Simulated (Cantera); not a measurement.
Input: 1 mol PbO, 0.077 mol CO, 5 mol N2, equilibrated at 1327 °C and 1 atm.

Method: chemical equilibrium by Gibbs-energy minimisation in Cantera with the NASA 1993 tables (ideal gas, pure condensed phases). Candidate condensed phases: C, Pb, PbO, PbO2, Pb3O4; 27 gas species. Gases not in the tables: (PbO)n polymers. Rates play no part.

Base state: N2 0.941, PbO 0.0285, Pb 0.0152, CO2 0.0145, O2 0.000304, NO 8.05e-5, CO 1.64e-5 (mole fractions); condensed: PbO(l).

Question: What changes in the equilibrium state with this change: temperature from 1327 °C to 775 °C?

Answer: 
```tsv
species	before	after
N2	0.941	0.985
CO2	0.0145	0.0152
Pb	0.0152	4.42e-5
PbO	0.0285	1.38e-6
O2	0.000304	<1e-9
NO	8.05e-5	<1e-9
CO	1.64e-5	2.23e-6
PbO(l), mol	0.768	0
Pb(l), mol	0	0.0768
PbO(yellow), mol	0	0.923
```
Mutual solubility and eutectic melting of coexisting phases are not modelled.
